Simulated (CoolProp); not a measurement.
Aqueous sodium chloride as a coolant, 17 % by mass, freezing at -13.0 °C, 1 atm.

Computed with CoolProp (Melinder's fits for secondary coolants).

```
T (°C)  Prandtl number  density (kg/m³)  viscosity (mPa s)  conductivity (W/(m K))
------  --------------  ---------------  -----------------  ----------------------
-11.7             23.9             1137               3.70                   0.533
-3.2              17.3             1134                ___                   0.546
5.3               13.0             1130               2.09                   0.559
13.8              10.0             1127               1.64                   0.572
22.3              7.96             1123                ___                   0.585
30.8              6.53             1119               1.12                   0.598
39.3              5.53             1115                ___                   0.612
```

### Question
What belongs in the gaps?

### Answer

- -3.2, viscosity (mPa s): 2.74
- 22.3, viscosity (mPa s): 1.33
- 39.3, viscosity (mPa s): 0.965
